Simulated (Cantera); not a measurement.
# Iron carbonyl, mercury and lead vapours: HgO + H₂

Feed: 1 mol HgO, 1.5 mol H₂, equilibrated at 548.15 K.

Equilibrium computed with Cantera from the NASA thermochemical tables; the gas is ideal and each condensed phase is pure. Candidate condensed phases: H₂O, Hg, HgO; 10 gas species. Rates play no part.

| P (Pa) | x H₂O | x Hg | x H₂ | n Hg(l) |
|---|---|---|---|---|
| 10 | 0.400 | 0.400 | 0.200 | 0 |
| 42 | 0.400 | 0.400 | 0.200 | 0 |
| 180 | 0.400 | 0.400 | 0.200 | 0 |
| 750 | 0.400 | 0.400 | 0.200 | 0 |
| 3200 | 0.400 | 0.400 | 0.200 | 0 |
| 13000 | 0.400 | 0.400 | 0.200 | 0 |
| 56000 | 0.448 | 0.329 | 0.224 | 0.266 |
| 240000 | 0.616 | 0.0767 | 0.308 | 0.875 |
| 1000000 | 0.654 | 0.0184 | 0.327 | 0.972 |
x: gas mole fraction; n: condensed amount in mol.

From 10.0 Pa to 0.130 bar nothing is condensed. From 0.560 bar to 10.0 bar the condensed part is Hg(l). The main Hg-bearing gas is Hg throughout.
